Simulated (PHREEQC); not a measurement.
A solution holds 0.12 mol CdCl2 and 0.0018 mol KCl per kg of water, at 25 °C. Closed to the air; pH follows from the charge balance.

Computed with PHREEQC (ion-association model, wateq4f.dat).

```tsv
quantity	before	after
pH	5.35	6.05
ionic strength (mol/kgw)	0.141	0.169
Cl- (mol/kgw)	0.119	0.122
```

Name the change that produced these shifts.
A) 0.027 mol/kgw LiF added
B) CdCl2 from 0.12 to 0.024 mol/kgw
C) KCl replaced by SrCl2 at the same molality
D) diluted 2-fold with water
E) diluted 100-fold with water

A, 0.027 mol/kgw LiF added

Precipitation was switched off in this run.
